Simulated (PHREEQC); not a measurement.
PHREEQC input (ion-association model, wateq4f.dat):

```
SOLUTION 1
  temp 20
  units mmol/kgw
  pH 7 charge
  Cl 9.45
  Fe(3) 1.2
  Ni 0.48
  Na 4.7
SOLUTION 2
  temp 20
  units mmol/kgw
  pH 7 charge
  C(4) 8.2
  Na 8.37
  F 0.17
END
SELECTED_OUTPUT 1
  -reset false
  -pH true
  -pe true
  -ionic_strength true
  -water true
  -totals C Cl F Fe Na Ni C(-4) C(4) Fe(2) Fe(3)
  -molalities H+ CO3-2 Cl- F- Fe+2 Na+ Ni+2 Fe+3 FeOH+2 FeOH+
    Fe(OH)3- FeCl+2 FeCl2+ FeCl3 CO2 HCO3- NaCO3- NaHCO3 O2 Fe(OH)2+
    Fe(OH)3 Fe(OH)4- Fe(OH)2 OH- FeF+2 FeF2+ FeF3 HF HF2- Fe2(OH)2+4
    Fe3(OH)4+5 FeF+ NiCl+ NiF+ NiOH+ Ni(OH)2 Ni(OH)3- NiCl2 NiHCO3+ NiCO3
    Ni(CO3)2-2 H2F2 NaF FeCl+ FeHCO3+ FeCO3
  -equilibrium_phases Fe(OH)3(a) Ni(OH)2 NiCO3 Halite Nahcolite Natron
PRINT
  -reset false
MIX 1
  1 1
  2 0
EQUILIBRIUM_PHASES 1
  Fe(OH)3(a) 0 0
  Ni(OH)2 0 0
  NiCO3 0 0
  Halite 0 0
  Nahcolite 0 0
  Natron 0 0
  O2(g) -0.68 10
END
# ... the last block is repeated for the other 10 points of share of solution B
```

Selected output (columns that matter, 11 of 11 rows; share of solution B added in front):

```
share of solution B	pH	mu	C	Cl	F	Fe	Na	Ni	m_H+	m_Cl-	m_F-	m_Na+	m_Ni+2	Fe(OH)3(a)
0	2.9515	0.011641	0	0.00945	0	0.0012	0.0047	0.00048	0.0012301	0.0094049	0	0.0047	0.00047261	0
0.1	3.0404	0.0099075	0.00082	0.008505	1.7e-05	0.00076588	0.005067	0.000432	0.00099668	0.0084804	1.429e-07	0.005067	0.00042581	0.00031412
0.2	3.2089	0.0083095	0.00164	0.00756	3.4e-05	0.00035699	0.005434	0.000384	0.00067203	0.0075499	8.7583e-07	0.005434	0.00037892	0.000603
0.3	3.9187	0.0069954	0.00246	0.0066149	5.0999e-05	3.4094e-05	0.0058009	0.000336	0.00013038	0.0066109	2.8008e-05	0.0058008	0.00033161	0.00080591
0.4	5.9407	0.0068744	0.00328	0.0056699	6.7999e-05	1.3804e-07	0.0061679	0.000288	1.2388e-06	0.0056676	6.7484e-05	0.0061651	0.00022834	0.00071986
0.5	6.34	0.0068994	0.0041	0.0047249	8.4999e-05	6.1186e-08	0.0065349	0.00024	4.94e-07	0.0047239	8.4547e-05	0.0065285	0.00011552	0.00059994
0.6	6.6225	0.0070534	0.0049199	0.00378	0.000102	3.6959e-08	0.0069019	0.000192	2.5798e-07	0.0037796	0.00010156	0.0068914	4.8577e-05	0.00047996
0.7	6.8815	0.0073172	0.00574	0.002835	0.000119	2.5118e-08	0.0072689	0.000144	1.4224e-07	0.0028349	0.00011854	0.0072536	1.7873e-05	0.00035997
0.8	7.1606	0.0076395	0.00656	0.00189	0.000136	1.8276e-08	0.007636	9.6e-05	7.4913e-08	0.00189	0.00013548	0.0076151	5.4158e-06	0.00023998
0.9	7.5339	0.0079934	0.00738	0.000945	0.000153	1.4021e-08	0.008003	4.8e-05	3.1757e-08	0.000945	0.00015241	0.0079758	9.8456e-07	0.00011999
1	8.2779	0.0084154	0.0082	0	0.00017	0	0.00837	0	5.7363e-09	0	0.00016933	0.0083314	0	0
```

Fluoro complexes past AlF4- and FeF3 are missing from the database. The database's nickel carbonate constants are estimates that later reviews lower a good deal.
